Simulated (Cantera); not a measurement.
**N2O furnace oxynitridation**

An isothermal, constant-pressure homogeneous reactor starts with N2O : H2O = 1 : 0.028 (molar parts), at 1548 K and 37.5 Torr.

Detailed kinetics in Cantera: GRI-Mech 3.0 (53 species, 325 reactions). GRI-Mech 3.0 was tuned for natural gas; its chemistry of N2O as a main component is partial and can be far from experiment. The temperature is held fixed by assumption; the heat of reaction is taken as removed at once.

```csv
t (s),x N2O,x H2O,x N2,x O2,x H2,x NO,x H2O2
0.000200,0.971,0.0272,0.000849,0.000297,2.19e-8,0.000221,6.96e-9
0.000469,0.969,0.0271,0.00211,0.000809,2.23e-7,0.000594,6.05e-8
0.00110,0.964,0.0270,0.00510,0.00205,1.04e-6,0.00144,1.71e-7
0.00257,0.952,0.0269,0.0121,0.00503,2.14e-6,0.00336,1.41e-7
0.00602,0.925,0.0267,0.0282,0.0119,2.22e-6,0.00767,8.88e-8
0.0141,0.865,0.0261,0.0635,0.0269,1.66e-6,0.0171,4.85e-8
0.0331,0.745,0.0250,0.135,0.0577,1.43e-6,0.0362,2.22e-8
0.0775,0.537,0.0231,0.258,0.111,1.48e-6,0.0689,9.08e-9
0.181,0.271,0.0207,0.417,0.181,1.83e-6,0.110,3.83e-9
0.425,0.0667,0.0188,0.540,0.235,2.41e-6,0.139,2.05e-9
0.996,0.00434,0.0183,0.578,0.252,1.52e-6,0.147,1.10e-9
2.33,4.96e-5,0.0183,0.581,0.254,5.92e-7,0.147,5.70e-10
5.47,5.58e-6,0.0183,0.581,0.254,5.79e-7,0.146,5.62e-10
12.8,5.55e-6,0.0183,0.581,0.254,5.79e-7,0.146,5.63e-10
30.0,5.48e-6,0.0183,0.582,0.254,5.78e-7,0.145,5.63e-10
```
x: mole fraction; the columns are a selection and need not sum to one.

Equilibrium at this temperature and pressure: N2O 2.16e-8, H2O 0.0183, N2 0.654, O2 0.326, H2 5.07e-7, NO 0.00175, H2O2 6.35e-10 (gas phase only).
